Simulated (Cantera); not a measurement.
**Premixed flame**

A freely propagating, adiabatic, planar premixed flame of CH4 : O2 : N2 : H2O = 1 : 1.54 : 5.54 : 0.84 (molar parts), equivalence ratio 1.3, unburnt at 450 K and 0.790 bar; mixture-averaged transport, grid criteria slope 0.08 and curve 0.16, no radiation.

Computed with Cantera and GRI-Mech 3.0 (53 species, 325 reactions). Burning velocities carry a grid error of a few per cent, more on coarse grids.

```tsv
z (mm)	T (K)	u (m/s)	x CH4	x O2	x H2O	x C2H2	x H	x CH2CO
-2.27	450	0.410	0.112	0.172	0.0940	1.19e-8	<1e-8	<1e-8
-1.51	454	0.415	0.111	0.171	0.0940	2.96e-7	<1e-8	3.67e-8
-1.13	472	0.434	0.109	0.169	0.0957	2.41e-6	<1e-8	4.01e-7
-0.755	588	0.547	0.100	0.160	0.108	2.74e-5	5.90e-8	6.86e-6
-0.378	1059	1.01	0.0663	0.118	0.157	0.000234	3.66e-5	9.06e-5
-0.189	1442	1.39	0.0356	0.0756	0.198	0.000556	0.000365	0.000218
0	1774	1.72	0.00892	0.0316	0.234	0.000980	0.00217	0.000162
0.189	1916	1.86	0.000936	0.00899	0.249	0.000442	0.00471	2.35e-5
0.378	1952	1.88	7.60e-5	0.00259	0.252	8.46e-5	0.00580	2.47e-6
0.755	1972	1.90	9.40e-7	0.000671	0.251	3.16e-6	0.00562	7.34e-8
1.51	1990	1.91	<1e-8	0.000364	0.251	2.11e-8	0.00454	<1e-8
3.02	2009	1.93	<1e-8	0.000188	0.252	<1e-8	0.00321	<1e-8
6.04	2024	1.94	<1e-8	7.66e-5	0.254	<1e-8	0.00202	<1e-8
```
x: mole fraction of selected species; z is measured from the peak of heat release.

The laminar burning velocity is 40.9 cm/s. The thermal thickness is 0.755 mm and the peak x(C2H2) comes out as 0.000980. The peak x(H) is 0.00590. The peak x(CH2CO) is 0.000241. The grid points is 146.
